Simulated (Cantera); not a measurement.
**Carbon deposition, reforming and gasification: C2H2 + H2O + N2**

Charge: 1 mol C2H2, 1.5 mol H2O, 9.2 mol N2, equilibrated at 4.80 bar.

Equilibrium computed with Cantera from the NASA thermochemical tables; the gas is ideal and each condensed phase is pure. Candidate condensed phases: C, C6H6, C7H8, C8H18, H2O; 136 gas species. Equilibrium is a limit: real reactors are often held back by kinetics, nucleation or transport.

From 1148 K to 1473 K the condensed part is C(graphite). The main C-bearing gas is CO throughout. The share of C in condensed phases is highest at 1148 K (26.9 %) and lowest at 1473 K (24.6 %).

| T (K) | x N2 | x H2 | x CO | x H2O | x CH4 | n C(graphite) |
|---|---|---|---|---|---|---|
| 1148 | 0.704 | 0.179 | 0.106 | 0.00439 | 0.00368 | 0.538 |
| 1173 | 0.703 | 0.181 | 0.108 | 0.00334 | 0.00307 | 0.524 |
| 1198 | 0.701 | 0.183 | 0.110 | 0.00255 | 0.00257 | 0.514 |
| 1223 | 0.700 | 0.184 | 0.111 | 0.00196 | 0.00216 | 0.508 |
| 1248 | 0.700 | 0.185 | 0.111 | 0.00152 | 0.00183 | 0.503 |
| 1273 | 0.699 | 0.186 | 0.112 | 0.00119 | 0.00155 | 0.500 |
| 1298 | 0.699 | 0.186 | 0.112 | 0.000933 | 0.00133 | 0.498 |
| 1323 | 0.698 | 0.187 | 0.113 | 0.000740 | 0.00114 | 0.497 |
| 1348 | 0.698 | 0.187 | 0.113 | 0.000591 | 0.000980 | 0.496 |
| 1373 | 0.698 | 0.187 | 0.113 | 0.000476 | 0.000849 | 0.495 |
| 1398 | 0.698 | 0.188 | 0.113 | 0.000386 | 0.000738 | 0.494 |
| 1423 | 0.698 | 0.188 | 0.113 | 0.000315 | 0.000645 | 0.494 |
| 1448 | 0.697 | 0.188 | 0.113 | 0.000259 | 0.000566 | 0.493 |
| 1473 | 0.697 | 0.188 | 0.113 | 0.000214 | 0.000499 | 0.493 |
x: gas mole fraction; n: condensed amount in mol.
